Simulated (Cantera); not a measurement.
## Gas-phase reforming

An isothermal, constant-pressure homogeneous reactor starts with 91.5 % CH₄, 8.52 % CO₂, at 1275 K and 120 Torr.

Cantera simulation using GRI-Mech 3.0 (53 species, 325 reactions); the numbers are that mechanism's predictions, not measurements. GRI-Mech 3.0 stops at C3 and has no aromatics, soot or wall deposition, so with more carbon than oxygen in the feed, carbon stays in small species such as C2H2 where larger ones or solid carbon would form.

| t (s) | x CH₄ | x CO₂ | x H₂O | x H | x OH | x HO₂ | x C₂H |
|---|---|---|---|---|---|---|---|
| 1.00e-5 | 0.915 | 0.0852 | 2.52e-12 | 3.73e-10 | <1e-12 | <1e-12 | <1e-12 |
| 3.15e-5 | 0.915 | 0.0852 | 8.54e-12 | 3.73e-10 | <1e-12 | <1e-12 | <1e-12 |
| 9.92e-5 | 0.915 | 0.0852 | 2.75e-11 | 3.73e-10 | <1e-12 | <1e-12 | <1e-12 |
| 0.000312 | 0.915 | 0.0852 | 8.72e-11 | 3.73e-10 | <1e-12 | <1e-12 | <1e-12 |
| 0.000984 | 0.915 | 0.0852 | 2.75e-10 | 3.74e-10 | <1e-12 | <1e-12 | <1e-12 |
| 0.00310 | 0.915 | 0.0852 | 8.71e-10 | 3.78e-10 | <1e-12 | <1e-12 | <1e-12 |
| 0.00976 | 0.915 | 0.0852 | 2.82e-9 | 4.06e-10 | <1e-12 | <1e-12 | <1e-12 |
| 0.0307 | 0.915 | 0.0852 | 9.66e-9 | 4.51e-10 | <1e-12 | <1e-12 | <1e-12 |
| 0.0968 | 0.915 | 0.0852 | 3.35e-8 | 5.12e-10 | <1e-12 | <1e-12 | <1e-12 |
| 0.305 | 0.914 | 0.0852 | 1.32e-7 | 7.57e-10 | <1e-12 | <1e-12 | <1e-12 |
| 0.960 | 0.913 | 0.0852 | 7.67e-7 | 1.91e-9 | <1e-12 | <1e-12 | <1e-12 |
| 3.02 | 0.909 | 0.0851 | 7.47e-6 | 6.93e-9 | 1.51e-12 | <1e-12 | <1e-12 |
| 9.53 | 0.893 | 0.0843 | 8.31e-5 | 2.45e-8 | 6.26e-12 | <1e-12 | 1.89e-12 |
| 30.0 | 0.844 | 0.0814 | 0.000822 | 7.39e-8 | 2.73e-11 | <1e-12 | 7.98e-12 |
x: mole fraction; the columns are a selection and need not sum to one.

Equilibrium at this temperature and pressure: CH₄ 0.262, CO₂ 1.81e-8, H₂O 1.34e-7, H 1.30e-6, OH <1e-12, HO₂ <1e-12, C₂H 1.01e-10 (gas phase only).
